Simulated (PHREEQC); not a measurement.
Make-up at 25 °C: 0.14 mol/kgw NH4HF2 and 0.062 mol/kgw H2SiF6. Closed to the air; pH follows from the charge balance.

Equilibrium calculation in PHREEQC: ion-association model, phreeqc.dat.

Each row changes one thing in this solution. No solid was allowed to form.

```
case                                            pH  ionic strength (mol/kgw)  HF (mol/kgw)  F- (mol/kgw)  HF2- (mol/kgw)
--------------------------------------------  ----  ------------------------  ------------  ------------  --------------
as made                                       1.88                     0.219         0.232        0.0174          0.0154
H2SiF6 replaced by HBF4 at the same molality  2.50                     0.144         0.167        0.0500          0.0318
NH4HF2 from 0.14 to 0.126 mol/kgw             1.77                     0.209         0.218        0.0128          0.0106
0.011 mol/kgw CO2 added                       1.88                     0.219         0.232        0.0174          0.0154
0.0019 mol/kgw NaHF2 added                    1.89                     0.220         0.234        0.0181          0.0161
NH4HF2 replaced by HBF4 at the same molality  0.69                     0.322        0.0177       9.39e-5         6.28e-6
temperature from 25 to 5 °C                   1.81                     0.222         0.230        0.0207          0.0147
```

Complexes and solids missing from the database can't appear. Carbamate, which ammonia and carbonate form, is missing from the database. At this temperature some constants are extrapolated from 25 °C, and those without enthalpy data are left unchanged. SiF6-2 is the database's only silicon fluoride.
